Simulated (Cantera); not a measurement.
Cantera run, input and output.

```python
import numpy as np
import cantera as ct

gas = ct.Solution("gri30.yaml")


def delay(T, t_max=10):
    gas.TPX = T, 500000, {'CH4': 1, 'H2': 0.068, 'O2': 1.56, 'N2': 5.88}
    reactor = ct.IdealGasConstPressureReactor(gas, clone=False)
    net = ct.ReactorNet([reactor])
    net.rtol, net.atol = 1e-8, 1e-16
    while net.time < t_max:
        t_old, T_old = net.time, reactor.T
        net.step()
        if reactor.T > T + 400:  # ignition: a rise of 400 K
            return t_old + (T + 400 - T_old) / (reactor.T - T_old) * (net.time - t_old)
    return np.nan


taus = []
for T in [975, 1050, 1125, 1200, 1275, 1350, 1425, 1500, 1575]:
    taus.append(delay(T))
    print(f"T0 = {T:6g} K   tau = {taus[-1]:.4e} s")
```

It prints:

```
T0 =    975 K   tau = 5.8831e-02 s
T0 =   1050 K   tau = 2.2290e-02 s
T0 =   1125 K   tau = 1.0641e-02 s
T0 =   1200 K   tau = 5.1599e-03 s
T0 =   1275 K   tau = 2.4537e-03 s
T0 =   1350 K   tau = 1.1628e-03 s
T0 =   1425 K   tau = 5.5891e-04 s
T0 =   1500 K   tau = 2.7600e-04 s
T0 =   1575 K   tau = 1.4154e-04 s
```

Detailed kinetics in Cantera: GRI-Mech 3.0 (53 species, 325 reactions). Below about 1000 K GRI-Mech 3.0 lacks low-temperature oxidation paths.
